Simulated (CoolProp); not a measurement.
The fluid at 298.15 K and 2.37 MPa flows at 20 m/s in a round tube of 12.7 mm bore and 1.5 µm roughness, fully developed (64/Re and Nu = 3.66 if laminar; Colebrook and Gnielinski if turbulent). The same conditions are run with several fluids, on thermodynamics alone (safety and materials aside).

The numbers come from the reference Helmholtz-energy equation of state of each fluid (R123: Younglove 1994; R11: Jacobsen 1992; n-hexane: Thol 2019; propane: Lemmon 2009; p-xylene: Zhou 2012) in CoolProp.

```
fluid     Reynolds number  Darcy friction factor  pressure drop (Pa/m)  heat-transfer coefficient (W/(m² K))  mass flow (kg/h)
--------  ---------------  ---------------------  --------------------  ------------------------------------  ----------------
R123               868000                 0.0139                321000                                 24000             13400
R11                848000                 0.0139                324000                                 23700             13500
n-hexane           547000                 0.0145                150000                                 24600              6000
propane           1260000                 0.0135                105000                                 29500              4530
p-xylene           353000                 0.0153                206000                                 20600              7830
```

Transport values come from each fluid's own correlations; those of R11 are estimates that may be off by 10 % or more.
